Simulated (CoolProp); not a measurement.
A Linde-Hampson liquefier for oxygen: isothermal reversible compression at 280 K from 1 atm to 20 MPa, throttling to 1 atm, return gas leaving the recuperator 2 K below the feed. Each further row changes one setting.

Values from CoolProp's reference Helmholtz-energy equation of state, Schmidt 1985.

```csv
case,liquid yield per pass,compression work (kJ/kg of gas)
as stated,0.124,375
high pressure 40 MPa,0.181,423
warm-end temperature 310 K,0.092,420
warm-end gap 7 K,0.114,375
```

Above 300 K oxygen's equation is extrapolated.
